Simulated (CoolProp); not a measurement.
Vapour pressure (bar) of ammonia: the reference equation beside estimates from Tc = 405.6 K, pc = 113.6 bar, ω = 0.256. Clausius-Clapeyron is anchored at 305.6 K with a constant enthalpy of vaporisation of 19.31 kJ/mol.

Values from CoolProp's reference Helmholtz-energy equation of state, Gao 2020.

```tsv
T (K)	reference	Lee-Kesler	Clausius-Clapeyron	Redlich-Kwong	Soave-Redlich-Kwong	Peng-Robinson
305.6	12.54	12.64	12.54	17.97	12.65	12.53
307.4	13.21	13.32	13.11	18.79	13.34	13.20
309.2	13.91	14.03	13.70	19.64	14.05	13.91
311.1	14.68	14.81	14.34	20.57	14.84	14.68
312.9	15.44	15.58	14.97	21.47	15.61	15.44
314.8	16.27	16.42	15.66	22.46	16.46	16.27
316.6	17.09	17.25	16.33	23.42	17.30	17.10
318.5	17.98	18.16	17.06	24.46	18.22	18.00
320.3	18.87	19.05	17.77	25.48	19.12	18.89
322.2	19.83	20.02	18.55	26.59	20.11	19.86
324	20.78	20.98	19.31	27.67	21.08	20.81
325.9	21.82	22.03	20.13	28.85	22.14	21.86
327.7	22.84	23.05	20.93	29.99	23.18	22.88
329.6	23.95	24.18	21.81	31.23	24.32	24.01
331.4	25.05	25.28	22.66	32.43	25.44	25.11
```

Absolute difference from the reference over all 15 rows, mean and median: Lee-Kesler 0.9 and 0.9 %, Clausius-Clapeyron 5.0 and 5.1 %, Redlich-Kwong 36.2 and 36.0 %, Soave-Redlich-Kwong 1.3 and 1.3 %, Peng-Robinson 0.1 and 0.1 %.
